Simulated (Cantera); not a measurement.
Input: 1 mol Si, 4.3 mol Br2, a varied amount of N2, 3.6 mol HBr, at 1498.15 K and 0.0825 Torr.

These are equilibrium values from Cantera (NASA tables, ideal gas, pure condensed phases), not measurements of a reactor. Candidate condensed phases: Br2, Si, Si3N4; 28 gas species. The tables' values for SiBr3, SiBr are old estimates; treat these amounts as uncertain. Rates play no part.

Problem. At 2.5 mol N2, list the 5 most abundant gas species with their mole fractions, and the condensed phases.

Solution. Br 0.491, HBr 0.247, N2 0.182, SiBr2 0.0710, H2 0.00700. Condensed: gas only.
